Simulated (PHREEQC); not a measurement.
Consider water at 76 °C with 1.4 mmol/kgw TMAH, 100 mmol/kgw (NH4)2SO4 and 0.11 mmol/kgw MnCl2. Closed to the air; pH follows from the charge balance.

Equilibrium calculation in PHREEQC: ion-association model, wateq4f.dat.

```
quantity                  before   after
------------------------  ------  ------
pH                          6.00    5.91
ionic strength (mol/kgw)   0.231  0.0535
```

Task: Name the change that produced these shifts.
(A) (NH4)2SO4 left out
(B) MnCl2 left out
(C) TMAH from 0.0014 to 0.007 mol/kgw
(D) MnCl2 replaced by NaCl at the same molality
(E) diluted 5-fold with water

Result: E, diluted 5-fold with water

No solid was allowed to form. (CH3)4N+ isn't in the database: it is added as a free cation with an ion size of 4 Å. Away from 25 °C the constants follow the database's enthalpies or fits; those with neither stay at their 25 °C values.
